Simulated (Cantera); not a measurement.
**N2O furnace oxynitridation**

An isothermal, constant-pressure homogeneous reactor starts with N2O : H2O = 1 : 0.087 (molar parts), at 1100 K and 16.5 Torr.

Cantera simulation using GRI-Mech 3.0 (53 species, 325 reactions); the numbers are that mechanism's predictions, not measurements. GRI-Mech 3.0 was tuned for natural gas; its chemistry of N2O as a main component is partial and can be far from experiment. Radical loss at walls, strong at low pressure, is not modelled. The mechanism lacks the step 2 NO + O2 → 2 NO2, which can matter for NO2 below about 1400 K. The temperature is held fixed by assumption; the heat of reaction is taken as removed at once.

```json
[
 {"t (s)": "7.00e-6", "x N2O": "0.920", "x H2O": "0.0800", "x NO2": "<1e-12", "x O2": "5.95e-11", "x H": "<1e-12", "x O": "7.63e-9"},
 {"t (s)": "4.72e-5", "x N2O": "0.920", "x H2O": "0.0800", "x NO2": "<1e-12", "x O2": "2.59e-9", "x H": "<1e-12", "x O": "4.89e-8"},
 {"t (s)": "0.000318", "x N2O": "0.920", "x H2O": "0.0800", "x NO2": "<1e-12", "x O2": "9.54e-8", "x H": "<1e-12", "x O": "2.41e-7"},
 {"t (s)": "0.00214", "x N2O": "0.920", "x H2O": "0.0800", "x NO2": "<1e-12", "x O2": "1.68e-6", "x H": "1.68e-11", "x O": "4.36e-7"},
 {"t (s)": "0.0144", "x N2O": "0.920", "x H2O": "0.0800", "x NO2": "1.39e-9", "x O2": "1.35e-5", "x H": "1.28e-10", "x O": "4.37e-7"},
 {"t (s)": "0.0971", "x N2O": "0.920", "x H2O": "0.0800", "x NO2": "9.02e-7", "x O2": "9.65e-5", "x H": "3.98e-10", "x O": "4.36e-7"},
 {"t (s)": "0.654", "x N2O": "0.918", "x H2O": "0.0800", "x NO2": "2.87e-5", "x O2": "0.000671", "x H": "4.55e-10", "x O": "4.32e-7"},
 {"t (s)": "4.41", "x N2O": "0.906", "x H2O": "0.0796", "x NO2": "0.000220", "x O2": "0.00451", "x H": "3.82e-10", "x O": "4.03e-7"},
 {"t (s)": "29.7", "x N2O": "0.831", "x H2O": "0.0776", "x NO2": "0.000524", "x O2": "0.0287", "x H": "3.11e-10", "x O": "3.57e-7"},
 {"t (s)": "200", "x N2O": "0.492", "x H2O": "0.0683", "x NO2": "0.000402", "x O2": "0.139", "x H": "3.84e-10", "x O": "3.27e-7"}
]
```
x: mole fraction; the columns are a selection and need not sum to one.

Equilibrium at this temperature and pressure: N2O 9.33e-10, H2O 0.0548, NO2 4.84e-7, O2 0.315, H 5.19e-12, O 9.51e-9 (gas phase only).
